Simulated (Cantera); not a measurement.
**Thermodynamics of carbothermic reduction, feed PbO + CH₄ + N₂ + C**

A closed system holds: 1 mol PbO, 3.6 mol CH₄, 4.6 mol N₂, 1.8 mol C, at 210 Pa.

These are equilibrium values from Cantera (NASA tables, ideal gas, pure condensed phases), not measurements of a reactor. Candidate condensed phases: C, C₆H₆, C₇H₈, C₈H₁₈, H₂O, Pb, PbO, PbO₂, Pb₃O₄; 139 gas species. The numbers say what is thermodynamically allowed, not how fast it happens.

From 1175 K to 2275 K the condensed part is C(graphite). The main Pb-bearing gas is Pb throughout.

```tsv
T (K)	x H₂	x N₂	x H	x Pb	x CO	x HCN	n C(graphite)
1175	0.522	0.333	1.93e-6	0.0725	0.0725	2.34e-5	4.40
1275	0.522	0.333	1.16e-5	0.0725	0.0725	6.79e-5	4.40
1375	0.522	0.333	5.40e-5	0.0725	0.0725	0.000168	4.40
1475	0.521	0.333	0.000204	0.0725	0.0725	0.000368	4.39
1575	0.521	0.333	0.000654	0.0724	0.0724	0.000728	4.39
1675	0.520	0.332	0.00183	0.0724	0.0724	0.00132	4.38
1775	0.517	0.331	0.00454	0.0723	0.0723	0.00225	4.37
1875	0.512	0.330	0.0102	0.0721	0.0721	0.00358	4.34
1975	0.502	0.327	0.0212	0.0717	0.0717	0.00541	4.31
2075	0.486	0.322	0.0405	0.0710	0.0710	0.00776	4.27
2175	0.460	0.316	0.0723	0.0698	0.0698	0.0106	4.21
2275	0.421	0.306	0.120	0.0681	0.0681	0.0137	4.13
```
x: gas mole fraction; n: condensed amount in mol.
